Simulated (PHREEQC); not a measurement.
0.1 mol of Fluorite (CaF2) is brought to equilibrium with 1 kg of water, with rising amounts of NH4HSO4, at 20 °C. O2 is buffered at 0.21 atm. CO2 from the air is kept out. Only these solids could form: Fluorite, Gypsum, Portlandite.

All values are PHREEQC results (ion-association model, wateq4f.dat), not measurements.

```csv
NH4HSO4 added (mol),pH,dissolved Ca (mol/kgw),dissolved F (mol/kgw),HF (mol/kgw),Ca+2 (mol/kgw)
0,7.17,0.000186,0.000372,3.37e-8,0.000186
0.00208,2.89,0.000420,0.000840,0.000519,0.000355
0.00417,2.61,0.000604,0.00121,0.000902,0.000471
0.00625,2.45,0.000762,0.00152,[?],[?]
0.00833,2.34,0.000904,0.00181,[?],0.000646
0.0104,2.25,0.00103,0.00207,0.00177,0.000717
0.0125,2.19,0.00116,0.00232,0.00202,0.000784
0.0146,2.13,0.00128,0.00255,0.00225,[?]
0.0167,2.08,0.00139,0.00277,0.00247,0.000903
0.0187,2.04,0.00149,0.00297,0.00266,0.000955
0.0208,2.00,0.00159,0.00318,0.00286,[?]
0.0229,1.97,0.00169,0.00338,0.00305,0.00106
0.025,1.94,0.00178,0.00357,0.00324,0.00110
```

Q: Some entries are withheld; supply them.

A: 
- 0.00625, HF (mol/kgw): 0.00123
- 0.00625, Ca+2 (mol/kgw): 0.000565
- 0.00833, HF (mol/kgw): 0.00151
- 0.0146, Ca+2 (mol/kgw): 0.000846
- 0.0208, Ca+2 (mol/kgw): 0.00101

Complexes and solids missing from the database can't appear.
